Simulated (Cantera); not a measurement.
**Chlorosilane synthesis and conversion: Si + Cl2 + H2**

A closed system holds: 1 mol Si, 1.7 mol Cl2, 1.4 mol H2, equilibrated at 16000 Pa.

Equilibrium computed with Cantera from the NASA thermochemical tables; the gas is ideal and each condensed phase is pure. Candidate condensed phases: Si; 19 gas species. The tables' values for SiCl3 are old estimates; treat these amounts as uncertain. The numbers say what is thermodynamically allowed, not how fast it happens.

```
T (K)   x H2  x SiCl4  x SiHCl3     x HCl   x SiCl3  x SiH2Cl2  n Si(s)
-----  -----  -------  --------  --------  --------  ---------  -------
523    0.592    0.322    0.0849   7.61e-6   3.69e-8   0.000850    0.102
598    0.593    0.324    0.0820   6.14e-5   7.86e-7    0.00103    0.104
673    0.594    0.325    0.0791  0.000309   8.43e-6    0.00119    0.105
748    0.594    0.327    0.0765   0.00112   5.59e-5    0.00131    0.107
823    0.594    0.328    0.0739   0.00317  0.000261    0.00140    0.109
898    0.591    0.327    0.0715   0.00753  0.000936    0.00148    0.112
973    0.587    0.324    0.0688    0.0155   0.00273    0.00152    0.116
```
x: gas mole fraction; n: condensed amount in mol.

From 523 K to 973 K the condensed part is Si(s). The main Si-bearing gas is SiCl4 throughout. The share of Si in condensed phases is highest at 973 K (11.6 %) and lowest at 523 K (10.2 %).
